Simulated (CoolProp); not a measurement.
Saturation properties of isopentane.

Values from CoolProp's reference Helmholtz-energy equation of state, Lemmon 2006. It is a short technical equation, of lower accuracy than the large ones.

```json
[
 {"T (K)": "210.1", "p (MPa)": "0.0008414", "vapour density (kg/m³)": "0.03479", "surface tension (mN/m)": "24.4"},
 {"T (K)": "212.5", "p (MPa)": "0.001017", "vapour density (kg/m³)": "0.04158", "surface tension (mN/m)": "24.1"},
 {"T (K)": "214.9", "p (MPa)": "0.001222", "vapour density (kg/m³)": "0.04944", "surface tension (mN/m)": "23.8"},
 {"T (K)": "217.3", "p (MPa)": "0.001463", "vapour density (kg/m³)": "0.05853", "surface tension (mN/m)": "23.6"},
 {"T (K)": "219.8", "p (MPa)": "0.001755", "vapour density (kg/m³)": "0.06944", "surface tension (mN/m)": "23.3"},
 {"T (K)": "222.2", "p (MPa)": "0.002081", "vapour density (kg/m³)": "0.08148", "surface tension (mN/m)": "23.0"},
 {"T (K)": "224.6", "p (MPa)": "0.002457", "vapour density (kg/m³)": "0.09521", "surface tension (mN/m)": "22.7"},
 {"T (K)": "227", "p (MPa)": "0.002889", "vapour density (kg/m³)": "0.1108", "surface tension (mN/m)": "22.4"},
 {"T (K)": "229.5", "p (MPa)": "0.003406", "vapour density (kg/m³)": "0.1293", "surface tension (mN/m)": "22.1"},
 {"T (K)": "231.9", "p (MPa)": "0.003974", "vapour density (kg/m³)": "0.1493", "surface tension (mN/m)": "21.9"},
 {"T (K)": "234.3", "p (MPa)": "0.004619", "vapour density (kg/m³)": "0.1719", "surface tension (mN/m)": "21.6"},
 {"T (K)": "236.8", "p (MPa)": "0.005382", "vapour density (kg/m³)": "0.1983", "surface tension (mN/m)": "21.3"}
]
```

It boils at 301.0 K under 1 atm.

Surface tension comes from a separate correlation (Mulero 2012).
